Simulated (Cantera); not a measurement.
An isothermal, constant-pressure homogeneous reactor starts with NH₃ : H₂ = 0.74 : 6.8 (molar parts), at 2175 K and 27.8 Torr.

Cantera simulation using the gas-phase N/H chemistry of the illustrative SiF4/NH3 mechanism in the Surface Chemkin manual (1991); the numbers are that mechanism's predictions, not measurements. Walls and surfaces, which speed up NH3 decomposition in real reactors, are not modelled.

x: mole fraction; the columns are a selection and need not sum to one.

| t (s) | x NH₃ | x H₂ | x H | x N | x NH |
|---|---|---|---|---|---|
| 3.00e-6 | 0.0981 | 0.902 | 9.30e-7 | <1e-12 | 2.84e-12 |
| 2.85e-5 | 0.0981 | 0.902 | 1.02e-5 | <1e-12 | 7.88e-10 |
| 0.000271 | 0.0981 | 0.902 | 9.83e-5 | 5.98e-10 | 9.01e-8 |
| 0.00258 | 0.0977 | 0.901 | 0.000899 | 4.70e-7 | 7.58e-6 |
| 0.0245 | … | 0.906 | … | … | … |
| 0.233 | … | 0.938 | … | … | … |
| 2.21 | 2.72e-6 | 0.931 | 0.0246 | 2.51e-7 | 1.50e-7 |
| 21.0 | 1.77e-7 | 0.931 | 0.0247 | 1.65e-8 | 9.85e-9 |
| 200 | 1.07e-7 | 0.931 | 0.0247 | 1.00e-8 | 5.98e-9 |

Q: Complete the blanks.

A: 
- 0.0245, x NH₃: 0.0868
- 0.0245, x H: 0.00191
- 0.0245, x N: 3.82e-6
- 0.0245, x NH: 2.95e-5
- 0.233, x NH₃: 0.0253
- 0.233, x H: 0.00303
- 0.233, x N: 4.17e-6
- 0.233, x NH: 2.06e-5
